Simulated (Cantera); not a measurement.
An isothermal, constant-pressure homogeneous reactor starts with NH₃ : H₂ = 1 : 0.27 (molar parts), at 1898 K and 0.0263 atm.

Cantera simulation using the gas-phase N/H chemistry of the illustrative SiF4/NH3 mechanism in the Surface Chemkin manual (1991); the numbers are that mechanism's predictions, not measurements. Walls and surfaces, which speed up NH3 decomposition in real reactors, are not modelled.

x: mole fraction; the columns are a selection and need not sum to one.

| t (s) | x NH₃ | x H₂ | x H | x N₂ | x N₂H₂ |
|---|---|---|---|---|---|
| 9.00e-5 | 0.787 | 0.213 | 1.23e-6 | 1.56e-11 | 2.27e-10 |
| 0.000294 | 0.787 | 0.213 | 3.69e-6 | 3.06e-9 | ___ |
| 0.000957 | 0.787 | 0.213 | 1.17e-5 | 2.93e-7 | ___ |
| 0.00312 | 0.787 | 0.213 | 3.67e-5 | 1.74e-5 | ___ |
| 0.0102 | 0.784 | 0.214 | 7.73e-5 | 0.000548 | 5.84e-6 |
| 0.0332 | 0.774 | 0.222 | 8.38e-5 | 0.00349 | 6.33e-6 |
| 0.108 | 0.740 | 0.246 | 9.39e-5 | 0.0128 | 5.89e-6 |
| 0.353 | 0.645 | 0.315 | 0.000125 | 0.0396 | ___ |
| 1.15 | 0.431 | 0.469 | 0.000211 | 0.0995 | ___ |
| 3.76 | 0.155 | 0.668 | 0.000414 | 0.177 | ___ |
| 12.3 | 0.0144 | 0.768 | 0.00101 | 0.216 | ___ |
| 40.0 | 3.28e-5 | 0.776 | 0.00423 | 0.220 | 8.11e-12 |

Problem. Complete the blanks.

Solution. 
- 0.000294, x N₂H₂: 4.79e-9
- 0.000957, x N₂H₂: 7.38e-8
- 0.00312, x N₂H₂: 1.03e-6
- 0.353, x N₂H₂: 4.74e-6
- 1.15, x N₂H₂: 2.63e-6
- 3.76, x N₂H₂: 6.86e-7
- 12.3, x N₂H₂: 4.07e-8
